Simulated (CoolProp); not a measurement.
Aqueous ethylene glycol as a coolant, 15 % by mass, freezing at -5.4 °C, 1 atm.

Values from CoolProp's Melinder's fits for secondary coolants.

```
T (°C)  density (kg/m³)  Prandtl number  cp (kJ/(kg K))  conductivity (W/(m K))
------  ---------------  --------------  --------------  ----------------------
0.4                1021            21.1           3.952                   0.504
8.9          (withheld)      (withheld)           3.961                   0.516
17.4               1018            11.8           3.971              (withheld)
25.9               1016      (withheld)           3.982                   0.537
34.4               1013            7.41           3.993                   0.547
```

**Question.** Fill in the missing entries.

**Answer.** 
- 8.9, density (kg/m³): 1020
- 8.9, Prandtl number: 15.5
- 17.4, conductivity (W/(m K)): 0.527
- 25.9, Prandtl number: 9.22
